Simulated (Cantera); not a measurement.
Input: 1 mol CH3SiCl3, 0.041 mol HCl, a varied amount of H2, at 1502 °C and 0.700 bar.

Equilibrium computed with Cantera from the NASA thermochemical tables; the gas is ideal and each condensed phase is pure. Candidate condensed phases: C, C6H6, C7H8, C8H18, Si, SiC; 109 gas species. The feed counts by its element totals alone. Rates play no part.

Problem. Which condensed phases are stable at each of these points (n(H2) (mol)): 2.5, 3.4, 4.7, 6.5, 9, 12, 17, 24, 32, 45?

Solution. 
| n(H2) (mol) | condensed phases | Si condensed (%) |
|---|---|---|
| 2.5 | C(graphite) + SiC(s) | 77.1 |
| 3.4 | C(graphite) + SiC(s) | 81.8 |
| 4.7 | C(graphite) + SiC(s) | 86.2 |
| 6.5 | C(graphite) + SiC(s) | 89.8 |
| 9 | C(graphite) + SiC(s) | 92.6 |
| 12 | C(graphite) + SiC(s) | 94.4 |
| 17 | C(graphite) + SiC(s) | 96.1 |
| 24 | C(graphite) + SiC(s) | 97.3 |
| 32 | SiC(s) | 97.7 |
| 45 | SiC(s) | 97.8 |

From 2.5 mol H2 to 24 mol H2 the condensed part is C(graphite) + SiC(s). From 32 mol H2 to 45 mol H2 the condensed part is SiC(s).
